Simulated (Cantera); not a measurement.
A perfectly stirred reactor is fed with 19.5 % CO, 12.1 % H2, 14.4 % O2, 54.0 % N2, equivalence ratio 1.1, at 3750 Torr; it is adiabatic with a 350 K inlet, and is followed from long to short residence time, starting on the burning branch (τ in s: 0.073, 0.023, 0.0075, 0.0024, 0.00077, 0.00025, 7.9e-05, 2.5e-05, 8.2e-06).

Model: GRI-Mech 3.0 (53 species, 325 reactions), integrated in Cantera. The hydrogen kinetics of GRI-Mech 3.0 are dated; newer H2 mechanisms differ, most at raised pressure.

Predict: blow-out, bracketed by the residence times tried; x(CO) at τ = 73.0 ms; x(H2) at τ = 73.0 ms; x(O2) at τ = 73.0 ms; x(H2O) at τ = 73.0 ms; x(O) at τ = 73.0 ms; x(CO) at τ = 0.770 ms; x(H2) at τ = 0.770 ms; x(O2) at τ = 0.770 ms; x(H2O) at τ = 0.770 ms; x(O) at τ = 0.770 ms.


- blow-out, bracketed by the residence times tried: burning at 8.20 µs, the shortest tried
- x(CO) at τ = 73.0 ms: 0.0419
- x(H2) at τ = 73.0 ms: 0.00494
- x(O2) at τ = 73.0 ms: 0.00438
- x(H2O) at τ = 73.0 ms: 0.133
- x(O) at τ = 73.0 ms: 0.000392
- x(CO) at τ = 0.770 ms: 0.0545
- x(H2) at τ = 0.770 ms: 0.00693
- x(O2) at τ = 0.770 ms: 0.0120
- x(H2O) at τ = 0.770 ms: 0.127
- x(O) at τ = 0.770 ms: 0.00142
